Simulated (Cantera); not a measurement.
Input: 1 mol C₂H₄, a varied amount of CO₂, 0.027 mol NH₃, equilibrated at 1200 K and 1.33 mbar.

These are equilibrium values from Cantera (NASA tables, ideal gas, pure condensed phases), not measurements of a reactor. Candidate condensed phases: C, C₆H₆, C₇H₈, C₈H₁₈, H₂O; 136 gas species. The numbers say what is thermodynamically allowed, not how fast it happens.

Question: Which condensed phases are stable at each of these points (n(CO₂) (mol)): 0.63, 0.78, 0.97, 1.2, 1.5, 1.9, 2.3, 2.8, 3.5, 4.4, 5.4?

Answer: 
| n(CO₂) (mol) | condensed phases | C condensed (%) |
|---|---|---|
| 0.63 | C(graphite) | 52.1 |
| 0.78 | C(graphite) | 43.9 |
| 0.97 | C(graphite) | 34.7 |
| 1.2 | C(graphite) | 25.0 |
| 1.5 | C(graphite) | 14.3 |
| 1.9 | C(graphite) | 2.6 |
| 2.3 | gas only | 0.0 |
| 2.8 | gas only | 0.0 |
| 3.5 | gas only | 0.0 |
| 4.4 | gas only | 0.0 |
| 5.4 | gas only | 0.0 |

From 0.63 mol CO₂ to 1.9 mol CO₂ the condensed part is C(graphite). From 2.3 mol CO₂ to 5.4 mol CO₂ nothing is condensed.
